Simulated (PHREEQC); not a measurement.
Synthetic water in mmol/kgw, 80 °C, pH 2.81:

| constituent | mmol/kgw |
|---|---|
| Na | 79.2 |
| K | 0.0221 |
| Ca | 2.3 |
| Mg | 9.03 |
| Cl | 9.39 |
| S(6) | 51.1 |
| Mn(2) | 0.349 |

Cl is adjusted to close the charge balance.
Valence states are taken as typed.

Equilibrium calculation in PHREEQC: Pitzer model, pitzer.dat.

- ionic strength: 0.158 mol/kgw
- specific conductance: 24500 µS/cm
- density: 0.978 g/cm³
- osmotic coefficient: 0.807
- total alkalinity: -12.2 meq/kg

```
species  molality  activity   log γ
-------  --------  --------  ------
Na+        0.0792    0.0572  -0.141
SO4-2      0.0411   0.00923  -0.649
Cl-        0.0126   0.00901  -0.145
HSO4-     0.00995   0.00711  -0.146
Mg+2      0.00903   0.00163  -0.744
Ca+2      0.00230  0.000337  -0.834
H+        0.00226   0.00155  -0.164
Mn+2     0.000349   6.34e-5  -0.741
K+        2.21e-5   1.57e-5  -0.149
```

No solid was allowed to form. Away from 25 °C the constants follow the database's enthalpies or fits; those with neither stay at their 25 °C values.
